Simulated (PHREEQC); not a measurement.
Consider water at 25 °C with 0.014 mol/kgw FeSO4, 0.015 mol/kgw CaCl2, 0.00061 mol/kgw NaF and 0.0082 mol/kgw Na2SO4. Closed to the air; pH follows from the charge balance.

Computed with PHREEQC (ion-association model, phreeqc.dat).

No solid was allowed to form.

Q: What pH, density does the model give?

A: pH 6.10; density 1.002 g/cm³.

Q: In which forms is F present?

A: F- 96 %, FeF+ 3.8 %, NaF 0.5 % of the F.

Examples of supersaturated solids here: Fluorite. Others may be too. Fluoro complexes past AlF4- and FeF3 are missing from the database.
